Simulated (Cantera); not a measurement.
Adiabatic ignition

An adiabatic, constant-volume homogeneous reactor starts with 6.61 % CH₄, 0.337 % C₂H₆, 8.46 % O₂, 84.6 % N₂, at 1023 K and 750 Torr.

Computed with Cantera and GRI-Mech 3.0 (53 species, 325 reactions).

```csv
t (s),T (K),P (bar),x CH₄,x C₂H₆,x O₂,x CH₂CO,x NO₂,x H₂O,x OH
1.00e-6,1023,1.00,0.0661,0.00337,0.0846,<1e-12,<1e-12,<1e-12,<1e-12
4.44e-6,1023,1.00,0.0661,0.00337,0.0846,<1e-12,<1e-12,<1e-12,<1e-12
1.97e-5,1023,1.00,0.0661,0.00337,0.0846,<1e-12,<1e-12,<1e-12,<1e-12
8.77e-5,1023,1.00,0.0661,0.00337,0.0846,<1e-12,<1e-12,1.06e-11,<1e-12
0.000390,1023,1.00,0.0661,0.00337,0.0846,<1e-12,<1e-12,2.06e-10,<1e-12
0.00173,1023,1.00,0.0661,0.00337,0.0846,<1e-12,<1e-12,3.96e-9,3.46e-12
0.00770,1023,1.00,0.0661,0.00337,0.0846,<1e-12,<1e-12,9.15e-8,2.12e-11
0.0342,1023,1.00,0.0661,0.00337,0.0846,5.19e-10,<1e-12,7.66e-6,5.89e-10
0.152,1025,1.00,0.0658,0.00329,0.0844,2.74e-7,<1e-12,0.000252,2.54e-9
0.675,1944,2.02,4.02e-11,<1e-12,2.85e-8,<1e-12,1.46e-11,0.0752,2.16e-5
3.00,1944,2.02,3.65e-11,<1e-12,2.86e-8,<1e-12,3.35e-12,0.0752,2.16e-5
```
x: mole fraction; the columns are a selection and need not sum to one.

| Item | Result |
|---|---|
| time of steepest temperature rise | 0.363 s |
| temperature at 3.00 s | 1944 K |
| equilibrium temperature | 1944 K |
| x(CH₄) at 3.00 s | 3.65e-11 (gas-phase equilibrium 4.18e-11) |
| x(C₂H₆) at 3.00 s | <1e-12 (gas-phase equilibrium <1e-12) |
| x(O₂) at 3.00 s | 2.86e-8 (gas-phase equilibrium 2.86e-8) |
